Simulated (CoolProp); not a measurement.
C2F6 (R116) along the isotherm 34.65 °C: density (kg/m³) from the reference equation and from simpler models built on Tc = 19.9 °C, pc = 30.48 bar, ω = 0.257; each cubic takes its own stable root.

Computed with CoolProp (reference Helmholtz-energy equation of state, Lemmon 2006). It is a short technical equation, of lower accuracy than the large ones.

```
p (bar)          phase  reference
-------  -------------  ---------
9.52               gas      56.66
19                 gas      128.7
28.6               gas      235.1
38.1     supercritical      452.4
47.6     supercritical      797.6
57.1     supercritical      917.1
66.7     supercritical      980.9
76.2     supercritical       1025
85.7     supercritical       1059
95.2     supercritical       1087
105      supercritical       1111
114      supercritical       1131
124      supercritical       1151
133      supercritical       1167
143      supercritical       1183
152      supercritical       1196
```

### Question
How far does each simpler model (Soave-Redlich-Kwong, Peng-Robinson) lie from the reference over these 16 states: mean and median of the absolute difference, and the worst?

### Answer
- Soave-Redlich-Kwong: mean 6.3 %, median 5.8 %, worst -13.9 % at 34.65 °C and 47.6 bar
- Peng-Robinson: mean 3.4 %, median 3.4 %, worst -6.8 % at 34.65 °C and 47.6 bar
